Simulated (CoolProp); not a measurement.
Normal hydrogen along the isotherm 31.4 K: Z from the reference equation and from simpler models built on Tc = 33.1 K, pc = 1.296 MPa, ω = -0.219; each cubic takes its own stable root.

Values from CoolProp's reference Helmholtz-energy equation of state, Leachman 2009.

```tsv
p (MPa)	phase	reference	Soave-Redlich-Kwong	Peng-Robinson
0.00615	gas	0.9982	0.9982	0.9980
0.00903	gas	0.9974	0.9973	0.9970
0.0132	gas	0.9962	0.9960	0.9956
0.0194	gas	0.9944	0.9942	0.9936
0.0285	gas	0.9917	0.9914	0.9905
0.0419	gas	0.9878	0.9874	0.9861
0.0615	gas	0.9821	0.9814	0.9795
0.0903	gas	0.9735	0.9725	0.9697
0.132	gas	0.9608	0.9594	…
0.194	gas	0.9416	0.9395	…
0.285	gas	0.9121	0.9092	0.9007
0.419	gas	0.8657	0.8616	0.8494
0.615	gas	0.7886	0.7835	0.7662
0.903	gas	0.6342	0.6320	0.6086
1.32	liquid	…	0.2016	0.1810
1.94	liquid	0.2633	0.2687	0.2409
```

Problem. Some entries are withheld; supply them.

Solution. 
- 0.132, Peng-Robinson: 0.9554
- 0.194, Peng-Robinson: 0.9337
- 1.32, reference: 0.1912
